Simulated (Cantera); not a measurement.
A closed system holds: 1 mol B₂H₆, 1.9 mol H₂O, 15 mol H₂, held at 1448 K and 0.00133 bar.

Cantera equilibrium calculation (NASA polynomials, part measured and part estimated; ideal gas, pure solids and liquids). Candidate condensed phases: B, B₂O₃, B₃O₃H₃, H₂O; 23 gas species. The feed counts by its element totals alone. Equilibrium is a limit: real reactors are often held back by kinetics, nucleation or transport.

Base state: H₂ 0.934, HBO 0.0439, B₂O₂ 0.0178, B₂O₃ 0.00312, HBO₂ 0.000813, BO 0.000324, H 0.000244, B₃O₃H₃ 0.000132 (mole fractions); condensed: B(s).

Question: What changes in the equilibrium state with this change: pressure from 0.00133 bar to 0.230 bar?

Answer: 
```
species         before     after
------------  --------  --------
H₂               0.934     0.992
HBO             0.0439   0.00414
B₃O₃H₃        0.000132   0.00329
B₂O₂            0.0178  0.000149
BO            0.000324   2.25e-6
B₂O₃           0.00312   3.13e-5
B(s), mol        0.182     0.639
B₂O₃(l), mol         0     0.536
```
Mutual solubility and eutectic melting of coexisting phases are not modelled.

Question: What changes in the equilibrium state with this change: H₂ from 15 to 200 mol?

Answer: 
```csv
species,before,after
H₂,0.934,0.991
HBO,0.0439,0.00796
B₂O₂,0.0178,0.000552
B₂O₃,0.00312,1.69e-5
B₃O₃H₃,0.000132,7.86e-7
HBO₂,0.000813,2.59e-5
BO,0.000324,5.69e-5
"B(s), mol",0.182,0.108
```

Question: What changes in the equilibrium state with this change: pressure from 0.00133 bar to 0.0710 bar?

Answer: 
```
species         before     after
------------  --------  --------
H₂               0.934     0.990
HBO             0.0439   0.00744
B₃O₃H₃        0.000132   0.00182
B₂O₂            0.0178  0.000483
BO            0.000324   7.30e-6
B₂O₃           0.00312  0.000101
B(s), mol        0.182     0.642
B₂O₃(l), mol         0     0.537
```
Mutual solubility and eutectic melting of coexisting phases are not modelled.
